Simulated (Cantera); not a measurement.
What does this Cantera script print?

```python
import numpy as np
import cantera as ct

gas_names = """
    AL ALCL ALCL2 ALCL3 ALN AL2 AL2CL6 CL CL2 N N2
""".split()
cond_names = """
    AL(cr) AL(L) ALCL3(s) ALCL3(L) ALN(s)
""".split()


# ... load() reads the species with a 1 bar reference pressure and builds the phases ...
atoms = {
    'Al': {'AL': 1},
    'Cl2': {'CL': 2},
    'N2': {'N': 2},
}
top_T = {'ALN(s)': 2750}  # K; cautious upper limits of use, not melting points


# ... equilibrate(T, P, feed) seeds the gas with the atoms and calls Mixture.equilibrate('TP', solver="vcs", rtol=1e-11, max_steps=5000) ...
results = []
feed = {'Al': 1, 'Cl2': 0.012, 'N2': 1.4}  # mol
P = 2000  # Pa
for T in [1123, 1173, 1223, 1273, 1323, 1373, 1423, 1473, 1523, 1573, 1623, 1673, 1723]:
    mix = equilibrate(T, P, feed)
    results.append((T, P, feed, dict(zip(mix.species_names, mix.species_moles))))

top = {s: max(r[3][s] / sum(r[3][g] for g in gas_names) for r in results) for s in gas_names}
cols = sorted((s for s in top if top[s] > 1e-06), key=lambda s: -top[s])[:9]
seen = [c for c in cond_names if any(r[3].get(c, 0) > 1e-12 for r in results)]
print("log10 of partial pressures in bar; condensed amounts in mol")
print(f"{'T/K':>10s}" + "".join(f"{s[:9]:>10s}" for s in cols + seen))
for T, P, feed, n in results:
    ng = sum(n[g] for g in gas_names)
    print(f"{T:10.4g}" + "".join(f"{np.log10(max(n[s] / ng * P / 1e5, 1e-99)):10.3f}" for s in cols)
          + "".join(f"{n.get(c, 0):10.4g}" for c in seen))
```

Output:

```
log10 of partial pressures in bar; condensed amounts in mol
       T/K        N2      ALCL     ALCL3     ALCL2        CL        AL    ALN(s)
      1123    -1.703    -8.331    -3.756    -6.905    -9.326   -16.833     0.992
      1173    -1.703    -7.641    -3.756    -6.489    -8.900   -15.562     0.992
      1223    -1.703    -7.009    -3.757    -6.108    -8.509   -14.396     0.992
      1273    -1.703    -6.428    -3.759    -5.759    -8.149   -13.322     0.992
      1323    -1.703    -5.892    -3.763    -5.438    -7.816   -12.330    0.9919
      1373    -1.703    -5.398    -3.771    -5.144    -7.508   -11.412    0.9918
      1423    -1.703    -4.942    -3.789    -4.877    -7.225   -10.558    0.9915
      1473    -1.703    -4.525    -3.824    -4.642    -6.967    -9.764    0.9907
      1523    -1.704    -4.148    -3.896    -4.449    -6.739    -9.022    0.9893
      1573    -1.705    -3.821    -4.039    -4.319    -6.550    -8.327    0.9866
      1623    -1.707    -3.563    -4.321    -4.295    -6.422    -7.676    0.9828
      1673    -1.709    -3.402    -4.826    -4.433    -6.382    -7.064    0.9791
      1723    -1.710    -3.331    -5.541    -4.724    -6.423    -6.489    0.9772
```

Equilibrium computed with Cantera from the NASA thermochemical tables; the gas is ideal and each condensed phase is pure. The tables' values for AlCl2 are old estimates; treat these amounts as uncertain.
